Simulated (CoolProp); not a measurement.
Vapour-liquid equilibrium of n-butane (1) + R245fa (2) at 379.3 K; x and y are mole fractions of (1).

Computed with CoolProp (multi-fluid Helmholtz-energy mixture model, Bücker 2006 and Akasaka 2015; pair parameters Bell 2016).

```tsv
x	bubble pressure, mixture model (MPa)	bubble pressure, Raoult's law (MPa)	y, mixture model	y, Raoult's law
0.05	1.595	1.461	0.108	0.059
0.15	1.829	1.488	0.258	0.173
0.25	1.993	1.515	0.359	0.283
0.35	2.103	1.542	0.436	0.390
0.45	2.170	1.569	0.502	0.493
0.55	2.200	1.596	0.563	0.592
0.65	2.193	1.623	0.625	0.688
0.75	2.145	1.650	0.694	0.781
0.85	2.042	1.677	0.781	0.871
0.95	1.855	1.704	0.907	0.958
```

The largest gap from Raoult's law is +38.3 % in bubble pressure, at x = 0.45. y crosses x between x = 0.55 and 0.65: the model has an azeotrope there.

Pair parameters are fitted to limited data, so mixtures are less certain than the pure fluids.
